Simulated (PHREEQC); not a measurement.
Make-up at 25 °C: 0.026 mol H3PO4 and 0.25 mol Na2CO3 per kg of water. Closed to the air; pH follows from the charge balance.

Equilibrium calculation in PHREEQC: ion-association model, phreeqc.dat.

| quantity | before | after |
|---|---|---|
| pH | 10.05 | 6.54 |
| ionic strength (mol/kgw) | 0.472 | 0.0566 |
| HPO4-2 (mol/kgw) | 0.0214 | 0.00724 |
| H2PO4- (mol/kgw) | 9.71e-6 | 0.0185 |

Q: Name the change that produced these shifts.
A. temperature from 25 to 15 °C
B. Na2CO3 from 0.25 to 0.025 mol/kgw
C. Na2CO3 replaced by NaBr at the same molality
D. Na2CO3 left out
E. H3PO4 from 0.026 to 0.0052 mol/kgw

A: B, Na2CO3 from 0.25 to 0.025 mol/kgw

This is a speciation only: nothing precipitates in the calculation.
